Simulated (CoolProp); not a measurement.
Vapour-liquid equilibrium of dimethyl ether (1) + chloromethane (R40) (2) at 2.68 MPa; x and y are mole fractions of (1).

Model: multi-fluid Helmholtz-energy mixture model, Wu 2011 and Thol 2014; pair parameters Bell 2016, in CoolProp.

```tsv
x	bubble temperature (°C)	y at the bubble point	dew temperature at overall composition x (°C)	liquid density (mol/L)
0.05	90.3	…	90.3	14.77
0.15	90.9	0.142	90.9	…
0.25	91.3	0.242	91.3	14.01
0.35	91.6	0.345	91.6	13.65
0.45	91.7	0.449	91.7	13.30
0.55	91.7	0.554	91.7	12.97
0.65	91.4	0.658	91.5	12.64
0.75	91.0	0.761	91.1	12.32
0.85	90.4	0.860	…	12.01
0.95	89.7	0.955	89.7	11.71
```

Q: Fill in the missing entries.

A: 
- 0.05, y at the bubble point: 0.046
- 0.15, liquid density (mol/L): 14.38
- 0.85, dew temperature at overall composition x (°C): 90.5

y crosses x between x = 0.45 and 0.55: the model has an azeotrope there.

Pair parameters are fitted to limited data, so mixtures are less certain than the pure fluids.
